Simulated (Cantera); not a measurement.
Feed: 1 mol NaOH, a varied amount of H2, held at 1998.15 K and 1880 Torr.

Method: chemical equilibrium by Gibbs-energy minimisation in Cantera with the NASA 1993 tables (ideal gas, pure condensed phases). Candidate condensed phases: H2O, Na, NaOH, NaO2, Na2O, Na2O2; 16 gas species. The numbers say what is thermodynamically allowed, not how fast it happens.

x: gas mole fraction; nothing condenses.

```
n(H2) (mol)    x H2  x H2O   x Na  x NaOH    x NaH
-----------  ------  -----  -----  ------  -------
0.37         0.0601  0.331  0.327   0.279      ___
0.5           0.108  0.338  0.334   0.217      ___
0.67          0.168  0.332  0.328   0.168      ___
0.9           0.240  0.316  0.312   0.127  0.00178
1.2           0.318  0.293  0.290  0.0950  0.00190
1.6           0.401  0.265  0.261  0.0691  0.00193
2.2           0.493  0.230  0.227  0.0469  0.00185
3             0.579  0.195  0.192  0.0311      ___
4             0.652  0.163  0.161  0.0206      ___
5.4           0.720  0.133  0.131  0.0130      ___
```

Question: Some entries are withheld; supply them.

Answer: 
- 0.37, x NaH: 0.000933
- 0.5, x NaH: 0.00128
- 0.67, x NaH: 0.00157
- 3, x NaH: 0.00170
- 4, x NaH: 0.00151
- 5.4, x NaH: 0.00130
